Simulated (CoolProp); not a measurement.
Vapour-liquid equilibrium of R114 (1) + n-heptane (2) at 53.75 °C; x and y are mole fractions of (1).

Model: multi-fluid Helmholtz-energy mixture model, Platzer 1990 and Span 2003; pair parameters Bell 2016, in CoolProp. This equation is an older, rougher fit; its heat capacities, sound speeds and derivatives of the liquid may be far off and weren't checked against measurements.

| x | bubble pressure (kPa) | y at the bubble point | dew pressure at overall composition x (kPa) | liquid density (mol/L) |
|---|---|---|---|---|
| 0.05 | [?] | 0.626 | [?] | 6.600 |
| 0.2 | 153.0 | 0.875 | 27.37 | 6.801 |
| 0.35 | 231.9 | [?] | 33.52 | 7.007 |
| 0.5 | 295.9 | 0.950 | 43.20 | 7.219 |
| 0.65 | [?] | 0.966 | 60.71 | 7.435 |
| 0.8 | 406.2 | 0.979 | 101.9 | 7.657 |
| 0.95 | 469.2 | 0.994 | 294.8 | [?] |

Problem. What belongs in the gaps?

Solution. 
- 0.05, bubble pressure (kPa): 57.02
- 0.05, dew pressure at overall composition x (kPa): 23.11
- 0.35, y at the bubble point: 0.927
- 0.65, bubble pressure (kPa): 351.3
- 0.95, liquid density (mol/L): 7.884

No azeotrope shows between x = 0.05 and 0.95.

The pair parameters rest on a limited set of measurements; away from them the model extrapolates.
